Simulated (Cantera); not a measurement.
Feed: 1 mol HMDSO, 6.4 mol O2, 11 mol N2, 3.8 mol NO, equilibrated at 1950 K and 0.133 bar.

Equilibrium computed with Cantera from the NASA thermochemical tables; the gas is ideal and each condensed phase is pure. Candidate condensed phases: C, C6H6, C7H8, C8H18, H2O, Si, SiC, SiO2, Si2N2O, Si3N4; 151 gas species. The feed counts by its element totals alone. The tables hold silica as quartz up to 1696 K and as liquid above; real silica turns to tridymite and cristobalite and melts near 1996 K. Gases not in the tables: Si(OH)4. Equilibrium is a limit: real reactors are often held back by kinetics, nucleation or transport.

Base state: N2 0.462, H2O 0.209, CO 0.151, H2 0.113, CO2 0.0635, H 0.00106, OH 0.000177, SiO 0.000131 (mole fractions); condensed: SiO2(condensed).

Task: What changes in the equilibrium state with this change: NO from 3.8 to 30 mol?

Result: 
```json
[
 {"species": "N2", "before": "0.462", "after": "0.513"},
 {"species": "O2", "before": "9.79e-7", "after": "0.183"},
 {"species": "H2O", "before": "0.209", "after": "0.176"},
 {"species": "CO", "before": "0.151", "after": "0.000652"},
 {"species": "H2", "before": "0.113", "after": "0.000221"},
 {"species": "CO2", "before": "0.0635", "after": "0.118"},
 {"species": "SiO", "before": "0.000131", "after": "3.04e-7"},
 {"species": "NO", "before": "1.10e-5", "after": "0.00501"},
 {"species": "O", "before": "1.22e-6", "after": "0.000529"},
 {"species": "H", "before": "0.00106", "after": "4.67e-5"},
 {"species": "OH", "before": "0.000177", "after": "0.00338"},
 {"species": "SiO2(condensed), mol", "before": "2.00", "after": "2.00"}
]
```
